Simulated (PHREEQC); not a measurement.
NaOH is added in steps, without added water, to 1 kg of water holding 0.0027 mol H2SO4, 3.3e-05 mol NiSO4 and 0.00028 mol Fe2(SO4)3, at 25 °C. Oxygen alone is held at its pressure in air (log pO2 = -0.68). The system is closed to CO2. The run lets Fe(OH)3(a), Ni(OH)2, Ni4(OH)6SO4, Jarosite-Na, Mirabilite, Morenosite precipitate or redissolve, and no other solid.

Base run: PHREEQC, ion-association model, wateq4f.dat. Each further column changes one thing. The table gives pH.

```json
[
 {"NaOH added (mol)": "0", "base": "2.36", "Debye-Hückel limiting law": "2.37", "Davies equation for every ion": "2.37", "metal-ligand complexes left out": "2.35", "all activity coefficients set to 1": "2.35"},
 {"NaOH added (mol)": "0.001", "base": "2.45", "Debye-Hückel limiting law": "2.46", "Davies equation for every ion": "2.46", "metal-ligand complexes left out": "2.44", "all activity coefficients set to 1": "2.44"},
 {"NaOH added (mol)": "0.00175", "base": "2.53", "Debye-Hückel limiting law": "2.54", "Davies equation for every ion": "2.54", "metal-ligand complexes left out": "2.51", "all activity coefficients set to 1": "2.52"},
 {"NaOH added (mol)": "0.00275", "base": "2.67", "Debye-Hückel limiting law": "2.68", "Davies equation for every ion": "2.67", "metal-ligand complexes left out": "2.59", "all activity coefficients set to 1": "2.66"},
 {"NaOH added (mol)": "0.00375", "base": "2.85", "Debye-Hückel limiting law": "2.85", "Davies equation for every ion": "2.85", "metal-ligand complexes left out": "2.72", "all activity coefficients set to 1": "2.83"},
 {"NaOH added (mol)": "0.0045", "base": "2.95", "Debye-Hückel limiting law": "2.96", "Davies equation for every ion": "2.95", "metal-ligand complexes left out": "2.85", "all activity coefficients set to 1": "2.93"},
 {"NaOH added (mol)": "0.0055", "base": "3.20", "Debye-Hückel limiting law": "3.20", "Davies equation for every ion": "3.20", "metal-ligand complexes left out": "3.14", "all activity coefficients set to 1": "3.18"},
 {"NaOH added (mol)": "0.00625", "base": "3.73", "Debye-Hückel limiting law": "3.73", "Davies equation for every ion": "3.73", "metal-ligand complexes left out": "3.71", "all activity coefficients set to 1": "3.71"},
 {"NaOH added (mol)": "0.00725", "base": "9.97", "Debye-Hückel limiting law": "9.96", "Davies equation for every ion": "9.97", "metal-ligand complexes left out": "9.97", "all activity coefficients set to 1": "10.02"},
 {"NaOH added (mol)": "0.00825", "base": "10.99", "Debye-Hückel limiting law": "10.99", "Davies equation for every ion": "10.99", "metal-ligand complexes left out": "10.99", "all activity coefficients set to 1": "11.04"},
 {"NaOH added (mol)": "0.009", "base": "11.22", "Debye-Hückel limiting law": "11.21", "Davies equation for every ion": "11.22", "metal-ligand complexes left out": "11.22", "all activity coefficients set to 1": "11.27"},
 {"NaOH added (mol)": "0.01", "base": "11.40", "Debye-Hückel limiting law": "11.40", "Davies equation for every ion": "11.40", "metal-ligand complexes left out": "11.40", "all activity coefficients set to 1": "11.45"}
]
```

The database's Ni(OH)2 is the aged solid; a fresh precipitate is more soluble.
